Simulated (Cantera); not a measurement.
Standard-state values (1 bar) from the NASA 1993 polynomials, evaluated with Cantera. Values are per mole of reaction as written; species without (g) are pure solids or liquids, kept so even where they would boil at 1 bar.

TaO2(g) + 2 H2(g) → Ta + 2 H2O(g)

| T (K) | ΔH° (kJ) | ΔS° (J/K) | ΔG° (kJ) | log10 K |
|---|---|---|---|---|
| 300 | -282.8 | -122.6 | -246.1 | 42.84 |
| 1200 | -290.6 | -135.8 | -127.6 | 5.55 |
| 1250 | ? | ? | ? | ? |
| 1300 | -290.7 | -135.9 | -114.0 | 4.58 |
| 1350 | ? | ? | ? | ? |
| 1400 | -290.7 | -135.9 | -100.4 | 3.75 |
| 1450 | -290.6 | -135.9 | -93.6 | 3.37 |

### Question
Complete the blanks.

### Answer

- 1250, ΔH° (kJ): -290.7
- 1250, ΔS° (J/K): -135.9
- 1250, ΔG° (kJ): -120.8
- 1250, log10 K: 5.05
- 1350, ΔH° (kJ): -290.7
- 1350, ΔS° (J/K): -135.9
- 1350, ΔG° (kJ): -107.2
- 1350, log10 K: 4.15
